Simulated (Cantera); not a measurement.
An adiabatic, constant-volume homogeneous reactor starts with H2 : O2 : N2 = 1 : 1.04 : 3.92 (molar parts), equivalence ratio 0.48, at 1198 K and 293 Torr. Integrator tolerance rtol = 1e-08.

Computed with Cantera and the H2/O2 subset of GRI-Mech 3.0, which has no nitrogen chemistry.

What does this change do: pressure from 293 Torr to 760 Torr?


```tsv
quantity	before	after
time of steepest temperature rise	0.119 ms	47.5 µs
temperature at 0.100 s	2502 K	2537 K
equilibrium temperature	2502 K	2537 K
x(H2) at 0.100 s	0.00383 (gas-phase equilibrium 0.00383)	0.00283 (gas-phase equilibrium 0.00283)
x(O2) at 0.100 s	0.0935 (gas-phase equilibrium 0.0935)	0.0942 (gas-phase equilibrium 0.0942)
x(H2O) at 0.100 s	0.168 (gas-phase equilibrium 0.168)	0.171 (gas-phase equilibrium 0.171)
x(OH) at 0.100 s	0.0166 (gas-phase equilibrium 0.0166)	0.0147 (gas-phase equilibrium 0.0147)
x(H) at 0.100 s	0.00182 (gas-phase equilibrium 0.00182)	0.00113 (gas-phase equilibrium 0.00113)
x(O) at 0.100 s	0.00518 (gas-phase equilibrium 0.00518)	0.00381 (gas-phase equilibrium 0.00381)
```
